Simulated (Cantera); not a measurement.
# Thermodynamics of iron carbonyl, mercury and lead vapours, feed Pb + N₂

Input: 1 mol Pb, 0.4 mol N₂, held at 75.0 Pa.

Equilibrium computed with Cantera from the NASA thermochemical tables; the gas is ideal and each condensed phase is pure. Candidate condensed phases: Pb; 4 gas species. Rates play no part.

From 1000 K to 1150 K the condensed part is Pb(l). From 1200 K to 1600 K nothing is condensed. The main Pb-bearing gas is Pb throughout.

| T (K) | x N₂ | x Pb | x Pb₂ | n Pb(l) |
|---|---|---|---|---|
| 1000 | 0.978 | 0.0216 | 6.80e-8 | 0.991 |
| 1050 | 0.938 | 0.0620 | 3.97e-7 | 0.974 |
| 1100 | 0.838 | 0.162 | 1.97e-6 | 0.923 |
| 1150 | 0.614 | 0.386 | 8.45e-6 | 0.748 |
| 1200 | 0.286 | 0.714 | 2.22e-5 | 0 |
| 1250 | 0.286 | 0.714 | 1.74e-5 | 0 |
| 1300 | 0.286 | 0.714 | 1.39e-5 | 0 |
| 1350 | 0.286 | 0.714 | 1.13e-5 | 0 |
| 1400 | 0.286 | 0.714 | 9.28e-6 | 0 |
| 1450 | 0.286 | 0.714 | 7.74e-6 | 0 |
| 1500 | 0.286 | 0.714 | 6.53e-6 | 0 |
| 1550 | 0.286 | 0.714 | 5.57e-6 | 0 |
| 1600 | 0.286 | 0.714 | 4.79e-6 | 0 |
x: gas mole fraction; n: condensed amount in mol.
